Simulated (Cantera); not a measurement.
# Stirred combustor or abatement burner

A perfectly stirred reactor is fed with 9.51 % CH4, 19.0 % O2, 71.5 % N2, equivalence ratio 1.0, at 1.00 atm; it is adiabatic with a 625 K inlet, and is followed from long to short residence time, starting on the burning branch (τ in s: 0.077, 0.035, 0.016, 0.0074, 0.0034, 0.0015, 0.00071, 0.00032, 0.00015, 6.8e-05, 3.1e-05).

Cantera simulation using GRI-Mech 3.0 (53 species, 325 reactions); the numbers are that mechanism's predictions, not measurements.

```json
[
 {"τ (s)": "0.077", "T (K)": "2371", "x CH4": "2.34e-6", "x O2": "0.00892", "x N2O": "1.85e-7", "x CH3": "1.43e-6", "x HCN": "3.52e-7", "x HO2": "1.31e-6"},
 {"τ (s)": "0.035", "T (K)": "2362", "x CH4": "4.76e-6", "x O2": "0.00963", "x N2O": "1.83e-7", "x CH3": "2.87e-6", "x HCN": "5.40e-7", "x HO2": "1.41e-6"},
 {"τ (s)": "0.016", "T (K)": "2345", "x CH4": "9.23e-6", "x O2": "0.0107", "x N2O": "1.74e-7", "x CH3": "5.43e-6", "x HCN": "7.23e-7", "x HO2": "1.58e-6"},
 {"τ (s)": "0.0074", "T (K)": "2316", "x CH4": "1.70e-5", "x O2": "0.0122", "x N2O": "1.61e-7", "x CH3": "9.58e-6", "x HCN": "8.64e-7", "x HO2": "1.85e-6"},
 {"τ (s)": "0.0034", "T (K)": "2274", "x CH4": "3.04e-5", "x O2": "0.0143", "x N2O": "1.45e-7", "x CH3": "1.62e-5", "x HCN": "9.64e-7", "x HO2": "2.32e-6"},
 {"τ (s)": "0.0015", "T (K)": "2217", "x CH4": "5.64e-5", "x O2": "0.0168", "x N2O": "1.29e-7", "x CH3": "2.78e-5", "x HCN": "1.06e-6", "x HO2": "3.15e-6"},
 {"τ (s)": "0.00071", "T (K)": "2157", "x CH4": "0.000102", "x O2": "0.0194", "x N2O": "1.17e-7", "x CH3": "4.64e-5", "x HCN": "1.20e-6", "x HO2": "4.31e-6"},
 {"τ (s)": "0.00032", "T (K)": "2088", "x CH4": "0.000203", "x O2": "0.0224", "x N2O": "1.07e-7", "x CH3": "8.35e-5", "x HCN": "1.47e-6", "x HO2": "6.17e-6"},
 {"τ (s)": "0.00015", "T (K)": "2021", "x CH4": "0.000421", "x O2": "0.0261", "x N2O": "9.96e-8", "x CH3": "0.000157", "x HCN": "1.99e-6", "x HO2": "9.03e-6"},
 {"τ (s)": "6.8e-5", "T (K)": "1945", "x CH4": "0.00106", "x O2": "0.0324", "x N2O": "8.99e-8", "x CH3": "0.000351", "x HCN": "3.25e-6", "x HO2": "1.58e-5"},
 {"τ (s)": "3.1e-5", "T (K)": "625", "x CH4": "0.0951", "x O2": "0.190", "x N2O": "<1e-12", "x CH3": "<1e-12", "x HCN": "<1e-12", "x HO2": "<1e-12"}
]
```
x: mole fraction; the columns are a selection and need not sum to one.
